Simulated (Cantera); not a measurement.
A freely propagating, adiabatic, planar premixed flame of 3.49 % C3H8, 19.8 % O2, 74.6 % N2, 2.06 % CO2, equivalence ratio 0.88, unburnt at 600 K and 0.345 atm; unity-Lewis-number transport, grid criteria slope 0.08 and curve 0.16, no radiation.

Cantera simulation using GRI-Mech 3.0 (53 species, 325 reactions); the numbers are that mechanism's predictions, not measurements. GRI-Mech 3.0 was tuned for natural gas; its chemistry of propane as a main component is partial and can be far from experiment. Unity Lewis numbers drop preferential diffusion, which matters most where H2 and H carry the flame. Burning velocities carry a grid error of a few per cent, more on coarse grids.

Problem. Predict: laminar burning velocity; thermal thickness; peak x(C2H6); peak x(HCN).

Solution. 
* **laminar burning velocity**: 111 cm/s
* **thermal thickness**: 0.894 mm
* **peak x(C2H6)**: 0.000684
* **peak x(HCN)**: 1.24e-6
